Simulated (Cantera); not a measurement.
A perfectly stirred reactor is fed with H2 : O2 = 0.17 : 1 (molar parts), at 0.0267 bar; it is held at 1300 K, and followed from long to short residence time.

Detailed kinetics in Cantera: the H2/O2 subset of GRI-Mech 3.0, which has no nitrogen chemistry. Radical loss at walls, strong at low pressure, is not modelled. The temperature is held fixed by assumption; the heat of reaction is taken as removed at once.

Task: What does this change do: pressure from 0.0267 bar to 0.00560 bar?

Result: 
| quantity | before | after |
|---|---|---|
| x(H2) at τ = 19.0 s | 3.67e-5 | 0.000197 |
| x(O2) at τ = 19.0 s | 0.843 | 0.841 |
| x(H) at τ = 19.0 s | 7.57e-6 | 0.000174 |
| x(H2O2) at τ = 19.0 s | 6.34e-8 | 4.09e-8 |
| x(OH) at τ = 19.0 s | 0.000707 | 0.00202 |
| x(H2) at τ = 0.200 s | 0.000688 | 0.00303 |
| x(O2) at τ = 0.200 s | 0.837 | 0.807 |
| x(H) at τ = 0.200 s | 0.000716 | 0.0115 |
| x(H2O2) at τ = 0.200 s | 2.79e-7 | 9.47e-8 |
| x(OH) at τ = 0.200 s | 0.00322 | 0.00785 |

Task: What does this change do: 0.069 parts H2O added?

Result: 
```json
[
 {"quantity": "x(H2) at τ = 19.0 s", "before": "3.67e-5", "after": "3.76e-5"},
 {"quantity": "x(O2) at τ = 19.0 s", "before": "0.843", "after": "0.792"},
 {"quantity": "x(H) at τ = 19.0 s", "before": "7.57e-6", "after": "6.09e-6"},
 {"quantity": "x(H2O2) at τ = 19.0 s", "before": "6.34e-8", "after": "7.09e-8"},
 {"quantity": "x(OH) at τ = 19.0 s", "before": "0.000707", "after": "0.000707"},
 {"quantity": "x(H2) at τ = 0.200 s", "before": "0.000688", "after": "0.000725"},
 {"quantity": "x(O2) at τ = 0.200 s", "before": "0.837", "after": "0.788"},
 {"quantity": "x(H) at τ = 0.200 s", "before": "0.000716", "after": "0.000583"},
 {"quantity": "x(H2O2) at τ = 0.200 s", "before": "2.79e-7", "after": "3.33e-7"},
 {"quantity": "x(OH) at τ = 0.200 s", "before": "0.00322", "after": "0.00323"}
]
```

Task: What does this change do: pressure from 0.0267 bar to 0.0133 bar?

Result: 
| quantity | before | after |
|---|---|---|
| x(H2) at τ = 19.0 s | 3.67e-5 | 7.30e-5 |
| x(O2) at τ = 19.0 s | 0.843 | 0.842 |
| x(H) at τ = 19.0 s | 7.57e-6 | 3.06e-5 |
| x(H2O2) at τ = 19.0 s | 6.34e-8 | 5.40e-8 |
| x(OH) at τ = 19.0 s | 0.000707 | 0.00113 |
| x(H2) at τ = 0.200 s | 0.000688 | 0.00133 |
| x(O2) at τ = 0.200 s | 0.837 | 0.829 |
| x(H) at τ = 0.200 s | 0.000716 | 0.00268 |
| x(H2O2) at τ = 0.200 s | 2.79e-7 | 1.89e-7 |
| x(OH) at τ = 0.200 s | 0.00322 | 0.00498 |
